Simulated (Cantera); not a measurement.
Adiabatic ignition

An adiabatic, constant-pressure homogeneous reactor starts with CO : H2 : CH4 : O2 : N2 : CO2 : C2H6 = 1 : 0.034 : 0.28 : 0.979 : 3.68 : 0.78 : 0.0091 (molar parts), equivalence ratio 1.1, at 1575 K and 1.00 bar.

Cantera simulation using GRI-Mech 3.0 (53 species, 325 reactions); the numbers are that mechanism's predictions, not measurements.

```json
[
 {"t (s)": "6.00e-6", "T (K)": "1575", "x CO": "0.148", "x H2": "0.00503", "x CH4": "0.0414", "x H2O": "2.19e-6", "x NO": "<1e-12"},
 {"t (s)": "1.63e-5", "T (K)": "1575", "x CO": "0.148", "x H2": "0.00503", "x CH4": "0.0414", "x H2O": "1.78e-5", "x NO": "<1e-12"},
 {"t (s)": "4.45e-5", "T (K)": "1574", "x CO": "0.148", "x H2": "0.00506", "x CH4": "0.0412", "x H2O": "0.000171", "x NO": "1.89e-12"},
 {"t (s)": "0.000121", "T (K)": "1586", "x CO": "0.148", "x H2": "0.00595", "x CH4": "0.0381", "x H2O": "0.00249", "x NO": "6.73e-11"},
 {"t (s)": "0.000330", "T (K)": "2325", "x CO": "0.126", "x H2": "0.00857", "x CH4": "<1e-12", "x H2O": "0.0700", "x NO": "7.83e-5"},
 {"t (s)": "0.000899", "T (K)": "2609", "x CO": "0.103", "x H2": "0.00598", "x CH4": "<1e-12", "x H2O": "0.0788", "x NO": "0.000828"},
 {"t (s)": "0.00245", "T (K)": "2644", "x CO": "0.0992", "x H2": "0.00566", "x CH4": "<1e-12", "x H2O": "0.0801", "x NO": "0.00310"},
 {"t (s)": "0.00667", "T (K)": "2639", "x CO": "0.0994", "x H2": "0.00570", "x CH4": "<1e-12", "x H2O": "0.0802", "x NO": "0.00660"},
 {"t (s)": "0.0182", "T (K)": "2636", "x CO": "0.0995", "x H2": "0.00572", "x CH4": "<1e-12", "x H2O": "0.0803", "x NO": "0.00823"},
 {"t (s)": "0.0495", "T (K)": "2636", "x CO": "0.0995", "x H2": "0.00572", "x CH4": "<1e-12", "x H2O": "0.0803", "x NO": "0.00830"},
 {"t (s)": "0.135", "T (K)": "2636", "x CO": "0.0995", "x H2": "0.00572", "x CH4": "<1e-12", "x H2O": "0.0803", "x NO": "0.00830"},
 {"t (s)": "0.367", "T (K)": "2636", "x CO": "0.0995", "x H2": "0.00572", "x CH4": "<1e-12", "x H2O": "0.0803", "x NO": "0.00830"},
 {"t (s)": "1.00", "T (K)": "2636", "x CO": "0.0995", "x H2": "0.00572", "x CH4": "<1e-12", "x H2O": "0.0803", "x NO": "0.00830"}
]
```
x: mole fraction; the columns are a selection and need not sum to one.

```
Property                                                             Value
---------------------------------  ---------------------------------------
time of steepest temperature rise                                 0.206 ms
temperature at 1.00 s                                               2636 K
equilibrium temperature                                             2636 K
x(CO) at 1.00 s                      0.0995 (gas-phase equilibrium 0.0995)
x(H2) at 1.00 s                    0.00572 (gas-phase equilibrium 0.00572)
x(CH4) at 1.00 s                     <1e-12 (gas-phase equilibrium <1e-12)
```
